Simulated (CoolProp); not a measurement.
Saturation properties of carbon monoxide.

Model: reference Helmholtz-energy equation of state, Lemmon 2006, in CoolProp. It is a short technical equation, of lower accuracy than the large ones.

```
T (K)  p (kPa)  vapour density (kg/m³)  surface tension (mN/m)
-----  -------  ----------------------  ----------------------
94.8     362.6                   14.34                    6.77
96.7     422.8                   16.61                    6.38
98.6     490.1                   19.15                    6.00
100.6    568.9                   22.14                    5.60
102.5    652.0                   25.31                    5.22
104.5    748.5                   29.04                    4.83
106.4    849.4                   32.99                    4.46
108.3    959.6                   37.39                    4.09
110.3     1086                   42.56                    3.71
112.2     1217                   48.05                    3.36
114.2     1367                   54.54                    2.99
116.1     1521                   61.49                    2.64
118.1     1697                   69.78                    2.28
120       1877                   78.77                    1.95
121.9     2070                   89.12                    1.62
```

It boils at 81.6 K under 1 atm.

Surface tension comes from a separate correlation (Mulero 2012).
